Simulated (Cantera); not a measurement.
An adiabatic, constant-pressure homogeneous reactor starts with CH₄ : CO : O₂ : N₂ = 1 : 0.68 : 6 : 22.6 (molar parts), at 1650 K and 10.0 bar. Integrator tolerance rtol = 1e-08.

Detailed kinetics in Cantera: GRI-Mech 3.0 (53 species, 325 reactions).

Question: What does this change do: initial temperature 1650 to 1675 K?

Answer: 
```csv
quantity,before,after
time of steepest temperature rise,39.1 µs,32.6 µs
temperature at 0.300 s,2437 K,2457 K
equilibrium temperature,2437 K,2457 K
x(CH₄) at 0.300 s,<1e-12 (gas-phase equilibrium <1e-12),<1e-12 (gas-phase equilibrium <1e-12)
x(CO) at 0.300 s,0.00135 (gas-phase equilibrium 0.00135),0.00150 (gas-phase equilibrium 0.00150)
x(O₂) at 0.300 s,0.114 (gas-phase equilibrium 0.114),0.113 (gas-phase equilibrium 0.113)
x(H₂O) at 0.300 s,0.0640 (gas-phase equilibrium 0.0640),0.0638 (gas-phase equilibrium 0.0638)
x(NO) at 0.300 s,0.0147 (gas-phase equilibrium 0.0147),0.0153 (gas-phase equilibrium 0.0153)
x(C₂H) at 0.300 s,<1e-12 (gas-phase equilibrium <1e-12),<1e-12 (gas-phase equilibrium <1e-12)
```

Question: What does this change do: CO 0.68 to 2 parts?

Answer: 
| quantity | before | after |
|---|---|---|
| time of steepest temperature rise | 39.1 µs | 36.1 µs |
| temperature at 0.300 s | 2437 K | 2629 K |
| equilibrium temperature | 2437 K | 2629 K |
| x(CH₄) at 0.300 s | <1e-12 (gas-phase equilibrium <1e-12) | <1e-12 (gas-phase equilibrium <1e-12) |
| x(CO) at 0.300 s | 0.00135 (gas-phase equilibrium 0.00135) | 0.00680 (gas-phase equilibrium 0.00680) |
| x(O₂) at 0.300 s | 0.114 (gas-phase equilibrium 0.114) | 0.0891 (gas-phase equilibrium 0.0891) |
| x(H₂O) at 0.300 s | 0.0640 (gas-phase equilibrium 0.0640) | 0.0603 (gas-phase equilibrium 0.0603) |
| x(NO) at 0.300 s | 0.0147 (gas-phase equilibrium 0.0147) | 0.0179 (gas-phase equilibrium 0.0179) |
| x(C₂H) at 0.300 s | <1e-12 (gas-phase equilibrium <1e-12) | <1e-12 (gas-phase equilibrium <1e-12) |
